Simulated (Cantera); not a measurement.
Mixture: CH4 : C2H6 : O2 : N2 = 1 : 0.036 : 5.31 : 29.2 (molar parts), at 0.572 atm, adiabatic and at constant volume. Ignition delay is the time to a rise of 400 K.

Model: GRI-Mech 3.0 (53 species, 325 reactions), integrated in Cantera.

Q: What does this change do: pressure from 0.572 atm to 0.987 atm?

A: 
```tsv
quantity	before	after
delay at 1075 K	0.142 s	89.7 ms
delay at 1125 K	67.8 ms	43.9 ms
delay at 1175 K	33.1 ms	22.0 ms
delay at 1225 K	16.5 ms	11.2 ms
delay at 1275 K	8.46 ms	5.86 ms
delay at 1325 K	4.46 ms	3.14 ms
delay at 1375 K	2.44 ms	1.73 ms
apparent activation energy between 1275 and 1375 K	180 kJ/mol	180 kJ/mol
```

Q: What does this change do: constant pressure in place of constant volume?

A: 
| quantity | before | after |
|---|---|---|
| delay at 1075 K | 0.142 s | 0.144 s |
| delay at 1125 K | 67.8 ms | 69.2 ms |
| delay at 1175 K | 33.1 ms | 33.9 ms |
| delay at 1225 K | 16.5 ms | 17.0 ms |
| delay at 1275 K | 8.46 ms | 8.76 ms |
| delay at 1325 K | 4.46 ms | 4.67 ms |
| delay at 1375 K | 2.44 ms | 2.61 ms |
| apparent activation energy between 1275 and 1375 K | 180 kJ/mol | 180 kJ/mol |
